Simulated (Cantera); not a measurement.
# Thermodynamics of silicon carbide growth, feed SiHCl₃ + C₂H₄ + H₂

Feed: 1 mol SiHCl₃, 0.018 mol C₂H₄, 19 mol H₂, at 2573 K and 25.0 mbar.

These are equilibrium values from Cantera (NASA tables, ideal gas, pure condensed phases), not measurements of a reactor. Candidate condensed phases: C, C₆H₆, C₇H₈, C₈H₁₈, Si, SiC; 109 gas species. The tables' values for SiCl are old estimates; treat these amounts as uncertain. Gases not in the tables: Si₂H₆ and higher silanes. Rates play no part.

```
Item                                        Value
--------------------------------------  ---------
x(H₂)                                       0.665
x(H)                                        0.177
x(HCl)                                     0.0984
x(Si)                                      0.0343
x(Cl)                                      0.0184
x(SiCl)                                   0.00226
x(SiCl₂)                                  0.00216
x(SiH)                                    0.00105
x(Si₂C)                                  0.000361
gas amount                              24.31 mol
log10 activity of C(graphite) (absent)      -0.79
log10 activity of Si(l) (absent)            -0.97
```
